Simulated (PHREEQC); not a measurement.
**Brine: speciation**

Consider water at 25 °C with 1.2 mol KCl and 3.7 mol KBr per kg of water. It is in equilibrium with CO2 at log p = -3.4 (atm). Otherwise closed; pH follows from the charge balance.

The numbers come from PHREEQC with the Pitzer model, pitzer.dat.

No solid was allowed to form.

Estimate the pH.

pH 5.31.

In which forms is C present?

CO2 78 %, HCO3- 22 % of the C.

In brines, pH and single-ion activities rest on the MacInnes convention.
